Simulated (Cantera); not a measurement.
A freely propagating, adiabatic, planar premixed flame of CH3OH : O2 : N2 : CO2 = 1 : 1.15 : 4.34 : 0.67 (molar parts), unburnt at 425 K and 9.87 atm; mixture-averaged transport, grid criteria slope 0.08 and curve 0.16, no radiation.

Computed with Cantera and GRI-Mech 3.0 (53 species, 325 reactions). GRI-Mech 3.0 was tuned for natural gas; its chemistry of methanol as a main component is partial and can be far from experiment. Burning velocities carry a grid error of a few per cent, more on coarse grids.

**Question.** Predict: laminar burning velocity; thermal thickness; peak x(OH).

**Answer.** 
| Property | Result |
|---|---|
| laminar burning velocity | 26.0 cm/s |
| thermal thickness | 0.0654 mm |
| peak x(OH) | 0.00215 |
